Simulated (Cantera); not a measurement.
An isothermal, constant-pressure homogeneous reactor starts with 55.6 % NH₃, 44.4 % N₂, at 1975 K and 0.207 atm.

Detailed kinetics in Cantera: the gas-phase N/H chemistry of the illustrative SiF4/NH3 mechanism in the Surface Chemkin manual (1991). Walls and surfaces, which speed up NH3 decomposition in real reactors, are not modelled.

x: mole fraction; the columns are a selection and need not sum to one.

```json
[
 {"t (s)": "5.00e-6", "x NH₃": "0.556", "x N₂H₄": "7.96e-12", "x NH": "3.35e-10", "x H₂": "4.32e-6", "x NH₂": "___"},
 {"t (s)": "1.46e-5", "x NH₃": "0.556", "x N₂H₄": "8.22e-11", "x NH": "3.92e-9", "x H₂": "1.34e-5", "x NH₂": "___"},
 {"t (s)": "4.29e-5", "x NH₃": "0.555", "x N₂H₄": "7.48e-10", "x NH": "5.09e-8", "x H₂": "4.00e-5", "x NH₂": "___"},
 {"t (s)": "0.000126", "x NH₃": "0.555", "x N₂H₄": "6.41e-9", "x NH": "5.65e-7", "x H₂": "0.000121", "x NH₂": "___"},
 {"t (s)": "0.000368", "x NH₃": "0.555", "x N₂H₄": "4.51e-8", "x NH": "3.10e-6", "x H₂": "0.000452", "x NH₂": "___"},
 {"t (s)": "0.00108", "x NH₃": "0.552", "x N₂H₄": "1.13e-7", "x NH": "6.22e-6", "x H₂": "0.00235", "x NH₂": "0.000972"},
 {"t (s)": "0.00316", "x NH₃": "0.545", "x N₂H₄": "1.10e-7", "x NH": "7.14e-6", "x H₂": "0.00903", "x NH₂": "0.000961"},
 {"t (s)": "0.00926", "x NH₃": "0.526", "x N₂H₄": "9.40e-8", "x NH": "8.51e-6", "x H₂": "0.0281", "x NH₂": "0.000888"},
 {"t (s)": "0.0271", "x NH₃": "0.473", "x N₂H₄": "7.12e-8", "x NH": "1.00e-5", "x H₂": "0.0787", "x NH₂": "___"},
 {"t (s)": "0.0795", "x NH₃": "0.355", "x N₂H₄": "4.39e-8", "x NH": "1.05e-5", "x H₂": "0.193", "x NH₂": "___"},
 {"t (s)": "0.233", "x NH₃": "0.171", "x N₂H₄": "1.58e-8", "x NH": "8.81e-6", "x H₂": "0.370", "x NH₂": "___"},
 {"t (s)": "0.683", "x NH₃": "0.0303", "x N₂H₄": "1.51e-9", "x NH": "4.97e-6", "x H₂": "0.506", "x NH₂": "___"},
 {"t (s)": "2.00", "x NH₃": "0.000491", "x N₂H₄": "3.59e-12", "x NH": "7.48e-7", "x H₂": "0.534", "x NH₂": "___"}
]
```

Question: Fill in the missing entries.

Answer: 
- 5.00e-6, x NH₂: 9.01e-6
- 1.46e-5, x NH₂: 2.71e-5
- 4.29e-5, x NH₂: 8.00e-5
- 0.000126, x NH₂: 0.000232
- 0.000368, x NH₂: 0.000615
- 0.0271, x NH₂: 0.000772
- 0.0795, x NH₂: 0.000606
- 0.233, x NH₂: 0.000364
- 0.683, x NH₂: 0.000112
- 2.00, x NH₂: 5.51e-6
